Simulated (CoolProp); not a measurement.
A single-stage vapour-compression cycle with the fluid: evaporating at 291.15 K (dew point), condensing at 336.15 K (bubble point), superheat 0 K, subcooling 8 K, compressor efficiency 0.65, no pressure losses. The same conditions are run with several fluids, on thermodynamics alone (safety and materials aside).

Values from CoolProp's reference Helmholtz-energy equation of state of each fluid (R152A: Outcalt 1996; dimethyl ether: Wu 2011; R245ca: Zhou 2016; R410A: Lemmon 2003; CH2F2 (R32): Tillner-Roth 1997; R1132(E): Akasaka 2024). Blends and air are pseudo-pure fits.

```csv
fluid,cooling COP,pressure ratio,discharge temperature (K),refrigerating effect (kJ/kg),volumetric capacity (kJ/m³)
R152A,(withheld),3.34,361.8,219,3270
dimethyl ether,3.60,3.23,360.5,318,3230
R245ca,3.66,4.72,342.2,(withheld),679
R410A,2.97,3.00,364.5,131,(withheld)
CH2F2 (R32),3.15,3.01,382.0,209,8060
R1132(E),3.04,2.90,363.8,152,6960
```

**Question.** What belongs in the gaps?

**Answer.** 
- R152A, cooling COP: 3.55
- R245ca, refrigerating effect (kJ/kg): 156
- R410A, volumetric capacity (kJ/m³): 7020
